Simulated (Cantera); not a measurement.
Input: 1 mol FeS, 710 mol H2, 0.078 mol H2O, held at 0.100 bar.

Equilibrium computed with Cantera from the NASA thermochemical tables; the gas is ideal and each condensed phase is pure. Candidate condensed phases: Fe, FeO, Fe(OH)2, Fe(OH)3, FeS, FeSO4, FeS2, Fe2O3, Fe2(SO4)3, Fe3O4, H2O, H2SO4, S; 22 gas species. Mutual solubility and eutectic melting of coexisting phases are not modelled. FeS: taken at fixed stoichiometry. The numbers say what is thermodynamically allowed, not how fast it happens.

x: gas mole fraction; n: condensed amount in mol.

| T (K) | x H2 | x H2S | x H | x H2O | x SH | x Fe | n Fe(α) | n FeS(s) | n Fe(γ) | n Fe(δ) |
|---|---|---|---|---|---|---|---|---|---|---|
| 723 | 1.000 | 5.33e-5 | <1e-12 | 0.000110 | <1e-12 | <1e-12 | 0.0378 | 0.962 | 0 | 0 |
| 798 | 1.000 | 0.000150 | (withheld) | 0.000110 | 1.93e-11 | <1e-12 | 0.107 | 0.893 | 0 | 0 |
| 873 | 1.000 | 0.000351 | (withheld) | 0.000110 | 3.77e-10 | <1e-12 | 0.249 | 0.751 | 0 | 0 |
| 948 | 0.999 | 0.000714 | (withheld) | 0.000110 | 4.61e-9 | <1e-12 | 0.507 | 0.493 | 0 | 0 |
| 1023 | 0.999 | 0.00131 | (withheld) | 0.000110 | 3.91e-8 | <1e-12 | 0.932 | 0.0675 | 0 | 0 |
| 1098 | 0.998 | 0.00141 | (withheld) | 0.000110 | 1.57e-7 | 1.16e-11 | 1.00 | 0 | 0 | 0 |
| 1173 | 0.998 | 0.00141 | (withheld) | 0.000110 | 4.99e-7 | 1.96e-10 | 1.00 | 0 | 0 | 0 |
| 1248 | 0.998 | 0.00141 | (withheld) | 0.000110 | 1.38e-6 | 2.33e-9 | 0 | 0 | 1.000 | 0 |
| 1323 | 0.998 | 0.00140 | (withheld) | 0.000110 | 3.38e-6 | 2.08e-8 | 0 | 0 | 1.000 | 0 |
| 1398 | 0.998 | 0.00140 | (withheld) | 0.000110 | 7.53e-6 | 1.46e-7 | 0 | 0 | 1.000 | 0 |
| 1473 | 0.998 | 0.00139 | (withheld) | 0.000110 | 1.54e-5 | 8.36e-7 | 0 | 0 | 0.999 | 0 |
| 1548 | 0.998 | 0.00137 | (withheld) | 0.000110 | 2.92e-5 | 4.03e-6 | 0 | 0 | 0.997 | 0 |
| 1623 | 0.998 | 0.00135 | (withheld) | 0.000110 | 5.18e-5 | 1.67e-5 | 0 | 0 | 0.988 | 0 |
| 1698 | 0.998 | 0.00131 | (withheld) | 0.000110 | 8.60e-5 | 6.09e-5 | 0 | 0 | 0 | 0.957 |

Q: Fill in the missing entries.

A: 
- 798, x H: 8.43e-12
- 873, x H: 1.48e-10
- 948, x H: 1.66e-9
- 1023, x H: 1.31e-8
- 1098, x H: 7.82e-8
- 1173, x H: 3.73e-7
- 1248, x H: 1.48e-6
- 1323, x H: 5.01e-6
- 1398, x H: 1.50e-5
- 1473, x H: 4.00e-5
- 1548, x H: 9.73e-5
- 1623, x H: 0.000218
- 1698, x H: 0.000457
